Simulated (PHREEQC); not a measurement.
Consider water at 25 °C with 0.027 mol MgSO4 per kg of water. Closed to the air; pH follows from the charge balance.

The numbers come from PHREEQC with the ion-association model, phreeqc.dat.

```tsv
quantity	before	after
pH	6.83	5.66
ionic strength (mol/kgw)	0.0629	0.0633
SO4-2 (mol/kgw)	0.0157	0.0146
HSO4- (mol/kgw)	1.22e-7	1.67e-6
```

Task: What was changed between the two runs?
A) diluted 2-fold with water
B) diluted 10-fold with water
C) MgSO4 from 0.027 to 0.0135 mol/kgw
D) MgSO4 replaced by ZnSO4 at the same molality
E) 0.0052 mol/kgw Li2SO4 added

Result: D, MgSO4 replaced by ZnSO4 at the same molality

No solid was allowed to form.
